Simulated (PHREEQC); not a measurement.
0.5 g of hydrous ferric oxide (600 m²/g; 0.2 weak and 0.005 strong sites per Fe, Dzombak-Morel constants, diffuse double layer) in 1 kg of water with 0.005 mol/kgw of an inert sodium salt and 7.9e-06 mol/kgw PbCl2, at 25 °C; the pH is set by adding NaOH or the inert anion's acid. O2 is buffered at 0.21 atm. CO2 from the air is kept out. Precipitation was switched off in this run.

The numbers come from PHREEQC with the ion-association model, wateq4f.dat.

Predict surface charge σ (C/m²), surface potential ψ (mV) at pH = 5, 6.5.


```
pH   surface charge σ (C/m²)  surface potential ψ (mV)
---  -----------------------  ------------------------
5                      0.092                       158
6.5                    0.023                        89
```

The oxide is taken as insoluble; below pH 4 it would dissolve.
